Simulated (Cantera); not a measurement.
## Adiabatic ignition

An adiabatic, constant-volume homogeneous reactor starts with 3.64 % CH₄, 20.2 % O₂, 76.1 % N₂, equivalence ratio 0.36, at 1598 K and 570 Torr.

Detailed kinetics in Cantera: GRI-Mech 3.0 (53 species, 325 reactions).

```
t (s)     T (K)  P (bar)   x CH₄   x O₂     x C₂H    x C₂H₆     x H₂O
--------  -----  -------  ------  -----  --------  --------  --------
9.00e-6    1598    0.760  0.0364  0.202    <1e-12  7.42e-11   4.73e-7
1.94e-5    1598    0.760  0.0364  0.202    <1e-12  9.29e-10   1.45e-6
4.18e-5    1598    0.760  0.0364  0.202    <1e-12   1.20e-8   4.91e-6
9.00e-5    1598    0.760  0.0364  0.202    <1e-12   1.86e-7   2.10e-5
0.000194   1598    0.760  0.0362  0.202    <1e-12   4.66e-6  0.000136
0.000418   1623    0.773  0.0318  0.199  7.87e-11  0.000295   0.00387
0.000900   2439     1.17  <1e-12  0.126    <1e-12    <1e-12    0.0660
0.00194    2460     1.18  <1e-12  0.126    <1e-12    <1e-12    0.0668
0.00418    2457     1.18  <1e-12  0.125    <1e-12    <1e-12    0.0669
0.00900    2451     1.17  <1e-12  0.124    <1e-12    <1e-12    0.0670
0.0194     2442     1.17  <1e-12  0.122    <1e-12    <1e-12    0.0672
0.0418     2435     1.16  <1e-12  0.120    <1e-12    <1e-12    0.0674
0.0900     2432     1.16  <1e-12  0.119    <1e-12    <1e-12    0.0674
0.194      2432     1.16  <1e-12  0.119    <1e-12    <1e-12    0.0674
0.418      2432     1.16  <1e-12  0.119    <1e-12    <1e-12    0.0674
0.900      2432     1.16  <1e-12  0.119    <1e-12    <1e-12    0.0674
```
x: mole fraction; the columns are a selection and need not sum to one.

```yaml
time_of_steepest_temperature_rise: 0.488 ms
temperature at 0.900 s: 2432 K
equilibrium_temperature: 2432 K
x(CH₄) at 0.900 s: <1e-12 (gas-phase equilibrium <1e-12)
x(O₂) at 0.900 s: 0.119 (gas-phase equilibrium 0.119)
x(C₂H) at 0.900 s: <1e-12 (gas-phase equilibrium <1e-12)
```
